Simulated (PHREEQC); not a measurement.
PHREEQC input (ion-association model, wateq4f.dat):

```
SOLUTION 1
  temp 25
  units mol/kgw
  pH 7 charge
  Br 0.012
  Cl 0.0024
  Ni 0.0012
SOLUTION 2
  temp 25
  units mol/kgw
  pH 7 charge
  Cl 0.02
  Cd 0.01
END
SELECTED_OUTPUT 1
  -reset false
  -pH true
  -pe true
  -ionic_strength true
  -water true
  -totals Br Cd Cl Ni
  -molalities H+ Br- Cd+2 Cl- Ni+2 O2 OH- CdCl+ CdCl2 CdCl3-
    CdOH+ Cd(OH)2 Cd(OH)3- Cd(OH)4-2 Cd2OH+3 CdOHCl NiBr+ NiCl+ NiOH+ Ni(OH)2
    Ni(OH)3- CdBr+ CdBr2 NiCl2
  -equilibrium_phases Cd(OH)2 CdOHCl Ni(OH)2
PRINT
  -reset false
MIX 1
  1 1
  2 0
EQUILIBRIUM_PHASES 1
  Cd(OH)2 0 0
  CdOHCl 0 0
  Ni(OH)2 0 0
  O2(g) -0.68 10
END
# ... the last block is repeated for the other 10 points of share of solution B
```

Selected output (columns that matter, 11 of 11 rows; share of solution B added in front):

```
share of solution B	pH	mu	Br	Cd	Cl	Ni	m_H+	m_Br-	m_Cd+2	m_Cl-	m_Ni+2	m_OH-	m_CdCl+	m_CdBr+
0	1.9673	0.015538	0.012	0	0.0024	0.0012	0.012	0.011973	0	0.0023957	0.0011688	1.0547e-12	0	0
0.1	2.0134	0.015876	0.0108	0.001	0.00416	0.00108	0.0108	0.010323	0.00045483	0.0040447	0.0010527	1.1743e-12	0.00010591	0.00041985
0.2	2.065	0.016272	0.0096	0.002	0.00592	0.00096	0.0096	0.0087986	0.00093556	0.0056009	0.00093631	1.3243e-12	0.00030006	0.00073223
0.3	2.1234	0.016715	0.0084	0.003	0.00768	0.00084	0.0084	0.0073905	0.0014388	0.0070658	0.0008197	1.5174e-12	0.00057879	0.00094049
0.4	2.1909	0.017197	0.0072	0.004	0.00944	0.00072	0.0072	0.0060893	0.0019614	0.0084429	0.00070292	1.7752e-12	0.00093693	0.0010499
0.5	2.2706	0.017709	0.006	0.005	0.0112	0.0006	0.006	0.0048849	0.0025005	0.009737	0.00058599	2.1365e-12	0.0013686	0.0010669
0.6	2.368	0.018244	0.0048	0.006	0.01296	0.00048	0.0048	0.0037676	0.0030534	0.010953	0.00046895	2.6785e-12	0.0018676	0.00099829
0.7	2.4935	0.018797	0.0036	0.007	0.01472	0.00036	0.0036	0.0027283	0.0036182	0.012098	0.00035181	3.5821e-12	0.0024279	0.00085097
0.8	2.6701	0.019363	0.0024	0.008	0.01648	0.00024	0.0024	0.0017587	0.004193	0.013176	0.0002346	5.3893e-12	0.0030437	0.00063149
0.9	2.9716	0.01994	0.0012	0.009	0.01824	0.00012	0.0012	0.00085146	0.0047765	0.014193	0.00011733	1.0811e-11	0.0037098	0.00034597
1	5.8866	0.020522	0	0.01	0.02	0	1.4614e-06	0	0.0053666	0.015154	0	8.9037e-09	0.0044206	0
```
